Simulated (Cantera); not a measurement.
Standard-state values (1 bar) from the NASA 1993 polynomials, evaluated with Cantera. Values are per mole of reaction as written; species without (g) are pure solids or liquids, kept so even where they would boil at 1 bar.

Ca + 2 HF(g) = CaF2 + H2(g)

```json
[
 {"T (K)": "600", "ΔH° (kJ)": "-675.4", "ΔS° (J/K)": "-178.6", "ΔG° (kJ)": "-568.3", "log10 K": "49.47"},
 {"T (K)": "650", "ΔH° (kJ)": "-674.5", "ΔS° (J/K)": "-177.1", "ΔG° (kJ)": "-559.4", "log10 K": "44.95"},
 {"T (K)": "700", "ΔH° (kJ)": "-673.6", "ΔS° (J/K)": "-175.7", "ΔG° (kJ)": "-550.6", "log10 K": "41.08"},
 {"T (K)": "750", "ΔH° (kJ)": "[?]", "ΔS° (J/K)": "[?]", "ΔG° (kJ)": "[?]", "log10 K": "[?]"},
 {"T (K)": "800", "ΔH° (kJ)": "-672.3", "ΔS° (J/K)": "-174.0", "ΔG° (kJ)": "-533.0", "log10 K": "34.80"},
 {"T (K)": "850", "ΔH° (kJ)": "[?]", "ΔS° (J/K)": "[?]", "ΔG° (kJ)": "[?]", "log10 K": "[?]"},
 {"T (K)": "900", "ΔH° (kJ)": "-669.7", "ΔS° (J/K)": "-171.0", "ΔG° (kJ)": "-515.8", "log10 K": "29.94"},
 {"T (K)": "950", "ΔH° (kJ)": "[?]", "ΔS° (J/K)": "[?]", "ΔG° (kJ)": "[?]", "log10 K": "[?]"},
 {"T (K)": "1000", "ΔH° (kJ)": "-667.0", "ΔS° (J/K)": "-168.1", "ΔG° (kJ)": "-498.8", "log10 K": "26.06"}
]
```

Problem. What belongs in the gaps?

Solution. 
- 750, ΔH° (kJ): -673.4
- 750, ΔS° (J/K): -175.5
- 750, ΔG° (kJ): -541.8
- 750, log10 K: 37.73
- 850, ΔH° (kJ): -671.0
- 850, ΔS° (J/K): -172.5
- 850, ΔG° (kJ): -524.4
- 850, log10 K: 32.22
- 950, ΔH° (kJ): -668.3
- 950, ΔS° (J/K): -169.5
- 950, ΔG° (kJ): -507.3
- 950, log10 K: 27.89
